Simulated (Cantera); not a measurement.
**Ignition delay**

Mixture: 11.2 % CH₃OH, 18.7 % O₂, 70.1 % N₂, equivalence ratio 0.90, at 500000 Pa, adiabatic and at constant volume. Ignition delay is the time to a rise of 400 K.

Cantera simulation using GRI-Mech 3.0 (53 species, 325 reactions); the numbers are that mechanism's predictions, not measurements. GRI-Mech 3.0 was tuned for natural gas; its chemistry of methanol as a main component is partial and can be far from experiment.

| T0 (K) | delay (ms) |
|---|---|
| 1198 | 2.57 |
| 1298 | 0.549 |
| 1398 | 0.151 |
| 1498 | 0.0517 |
| 1598 | 0.0210 |
| 1698 | 0.00978 |
| 1798 | 0.00502 |
| 1898 | 0.00280 |
| 1998 | 0.00167 |
| 2098 | 0.00107 |

```
Quantity                                                 Value
--------------------------------------------------  ----------
apparent activation energy between 1898 and 2098 K  160 kJ/mol
```
